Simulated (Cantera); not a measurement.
**Thermodynamics of oxide etching and cleaning by halides, feed Fe2O3 + HCl + O2**

Input: 1 mol Fe2O3, 1.9 mol HCl, a varied amount of O2, equilibrated at 1198.15 K and 0.133 bar.

Cantera equilibrium calculation (NASA polynomials, part measured and part estimated; ideal gas, pure solids and liquids). Candidate condensed phases: Fe, FeCl2, FeCl3, FeO, Fe(OH)2, Fe(OH)3, Fe2O3, Fe3O4, H2O; 22 gas species. Equilibrium is a limit: real reactors are often held back by kinetics, nucleation or transport.

From 1.4 mol O2 to 16 mol O2 the condensed part is Fe2O3(s). The main Fe-bearing gas is FeCl3 throughout.

| n(O2) (mol) | log p O2 | log p HCl | log p H2O | log p Cl2 | log p FeCl3 | log p Cl | log p FeCl2 | n Fe2O3(s) |
|---|---|---|---|---|---|---|---|---|
| 1.4 | -1.27 | -1.22 | -2.01 | -2.06 | -3.35 | -3.36 | -3.81 | 0.993 |
| 3.3 | -1.08 | -1.44 | -2.18 | -2.22 | -3.73 | -3.44 | -4.11 | 0.995 |
| 5.2 | -1.01 | -1.58 | -2.31 | -2.34 | -3.96 | -3.50 | -4.29 | 0.996 |
| 7 | -0.98 | -1.68 | -2.40 | -2.43 | -4.13 | -3.55 | -4.40 | 0.996 |
| 8.9 | -0.96 | -1.77 | -2.48 | -2.51 | -4.26 | -3.59 | -4.50 | 0.997 |
| 11 | -0.95 | -1.85 | -2.56 | -2.59 | -4.39 | -3.63 | -4.59 | 0.997 |
| 13 | -0.94 | -1.91 | -2.62 | -2.65 | -4.49 | -3.66 | -4.66 | 0.997 |
| 14 | -0.93 | -1.94 | -2.65 | -2.68 | -4.53 | -3.67 | -4.69 | 0.997 |
| 16 | -0.92 | -1.99 | -2.70 | -2.73 | -4.61 | -3.70 | -4.74 | 0.997 |
log p: log10 of the partial pressure in bar; n: condensed amount in mol.
